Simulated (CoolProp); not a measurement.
A single-stage vapour-compression cycle with the fluid: evaporating at 308.15 K (dew point), condensing at 340.15 K (bubble point), superheat 10 K, subcooling 5 K, compressor efficiency 0.7, no pressure losses. The same conditions are run with several fluids, on thermodynamics alone (safety and materials aside).

The numbers come from the reference Helmholtz-energy equation of state of each fluid (propane: Lemmon 2009; R245ca: Zhou 2016; R365MFC: Lemmon 2016; carbonyl sulfide: Lemmon 2006; n-perfluorobutane: Gao 2022; n-perfluorohexane: Gao 2022) in CoolProp.

```
fluid              cooling COP  pressure ratio  discharge temperature (K)  refrigerating effect (kJ/kg)  volumetric capacity (kJ/m³)
-----------------  -----------  --------------  -------------------------  ----------------------------  ---------------------------
propane                   5.38            2.00                      357.7                           257                         6410
R245ca                    6.13            2.76                          …                           170                         1310
R365MFC                   6.13            2.90                          …                             …                          790
carbonyl sulfide             …            1.97                          …                           202                            …
n-perfluorobutane         5.35            2.35                      340.1                          61.1                         2240
n-perfluorohexane            …            3.13                      340.2                             …                          411
```

Problem. Complete the blanks.

Solution. 
- R245ca, discharge temperature (K): 350.9
- R365MFC, discharge temperature (K): 346.7
- R365MFC, refrigerating effect (kJ/kg): 162
- carbonyl sulfide, cooling COP: 5.48
- carbonyl sulfide, discharge temperature (K): 380.7
- carbonyl sulfide, volumetric capacity (kJ/m³): 9040
- n-perfluorohexane, cooling COP: 5.77
- n-perfluorohexane, refrigerating effect (kJ/kg): 69.7

The compression ends wet for: n-perfluorobutane; n-perfluorohexane.
